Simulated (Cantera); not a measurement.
Input: 1 mol SF6, 0.15 mol O2, 2.8 mol N2, held at 3050 K and 13300 Pa.

Cantera equilibrium calculation (NASA polynomials, part measured and part estimated; ideal gas, pure solids and liquids). Candidate condensed phases: S; 35 gas species. Kinetics and transport are ignored.

Question: What is the equilibrium state?

Answer: 
| Item | Result |
|---|---|
| x(F) | 0.610 |
| x(N2) | 0.287 |
| x(S) | 0.0619 |
| x(SO) | 0.0211 |
| x(S2) | 0.00599 |
| x(SF) | 0.00587 |
| x(O) | 0.00536 |
| x(SO2) | 0.00148 |
| x(NO) | 0.000975 |
| gas amount | 9.739 mol |
| log10 activity of S(l) (absent) | -3.43 |
